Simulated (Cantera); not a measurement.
A closed system holds: 1 mol Ni, 0.1 mol H2S, 7.4 mol H2, equilibrated at 75.0 Torr.

Cantera equilibrium calculation (NASA polynomials, part measured and part estimated; ideal gas, pure solids and liquids). Candidate condensed phases: Ni, NiS, NiS2, Ni3S2, Ni3S4, S; 9 gas species. Metal and sulfide melt together well below either melting point, which pure phases cannot show. Mutual solubility and eutectic melting of coexisting phases are not modelled. Rates play no part.

Task: Which condensed phases are stable at each of these points (T (K)): 650, 700, 750, 800, 850, 900, 950, 1000, 1050, 1100, 1150, 1200?

Result: 
```csv
T (K),condensed phases,Ni condensed (%)
650,Ni(s) + Ni3S2(s),100.0
700,Ni(s) + Ni3S2(s),100.0
750,Ni(s) + Ni3S2(s),100.0
800,Ni(s) + Ni3S2(s),100.0
850,Ni(s) + Ni3S2(s),100.0
900,Ni(s) + Ni3S2(s),100.0
950,Ni(s) + Ni3S2(s),100.0
1000,Ni(s) + Ni3S2(s),100.0
1050,Ni(s) + Ni3S2(s),100.0
1100,Ni(s) + Ni3S2(l),100.0
1150,Ni(s) + Ni3S2(l),100.0
1200,Ni(s) + Ni3S2(l),100.0
```

From 650 K to 1050 K the condensed part is Ni(s) + Ni3S2(s). From 1100 K to 1200 K the condensed part is Ni(s) + Ni3S2(l).
